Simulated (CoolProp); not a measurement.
R1224YDZ at several states: Z from the reference equation and from simpler models built on Tc = 428.7 K, pc = 33.34 bar, ω = 0.325; each cubic takes its own stable root.

Model: reference Helmholtz-energy equation of state, Akasaka 2023, in CoolProp.

| T (K) | p (bar) | phase | reference |
|---|---|---|---|
| 437.4 | 61.5 | supercritical | 0.2872 |
| 352 | 0.135 | gas | 0.9972 |
| 224.7 | 125 | liquid | 0.6342 |
| 396.7 | 27.3 | liquid | 0.1205 |
| 394.5 | 6.07 | gas | 0.9097 |

Q: How far does each simpler model (van der Waals, Redlich-Kwong, Soave-Redlich-Kwong, Peng-Robinson) lie from the reference over these 5 states: mean and median of the absolute difference, and the worst?

A: 
- van der Waals: mean 36.2 %, median 42.2 %, worst +69.9 % at 396.7 K and 27.3 bar
- Redlich-Kwong: mean 12.3 %, median 14.8 %, worst +27.1 % at 396.7 K and 27.3 bar
- Soave-Redlich-Kwong: mean 10.6 %, median 12.2 %, worst +21.0 % at 437.4 K and 61.5 bar
- Peng-Robinson: mean 3.2 %, median 0.5 %, worst +9.5 % at 437.4 K and 61.5 bar
